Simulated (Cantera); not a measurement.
A closed system holds: 1 mol MgCO₃, 3.6 mol H₂S, 0.57 mol CO₂, held at 10.0 mbar.

These are equilibrium values from Cantera (NASA tables, ideal gas, pure condensed phases), not measurements of a reactor. Candidate condensed phases: C, C₆H₆, C₇H₈, C₈H₁₈, H₂O, H₂SO₄, Mg, MgCO₃, MgO, Mg(OH)₂, MgS, MgSO₄, S; 130 gas species. Gases not in the tables: S₃ to S₇. The numbers say what is thermodynamically allowed, not how fast it happens. All values below are at 777 °C.

Base state: H₂S 0.357, CO₂ 0.139, H₂O 0.128, H₂ 0.126, S₂ 0.121, CO 0.117, COS 0.0104, CS₂ 0.000187 (mole fractions); condensed: MgO(s).

What changes in the equilibrium state with this change: MgCO₃ replaced by FeS₂?


```
species        before     after
-----------  --------  --------
H₂S             0.357     0.487
S₂              0.121     0.196
H₂              0.126     0.136
CO₂             0.139    0.0391
CO              0.117    0.0633
H₂O             0.128    0.0711
COS            0.0104   0.00718
SO₂           6.92e-5   2.36e-5
CS₂          0.000187  0.000315
SH           0.000156  0.000205
S₂O           3.09e-5   2.58e-5
MgO(s), mol      1.00         0
FeS(s), mol         0      1.00
```
FeS: taken at fixed stoichiometry. Further candidate phases: Fe, Fe(CO)₅, FeO, Fe(OH)₂, Fe(OH)₃, FeS, FeSO₄, FeS₂, Fe₂O₃, Fe₂(SO₄)₃, Fe₃O₄.
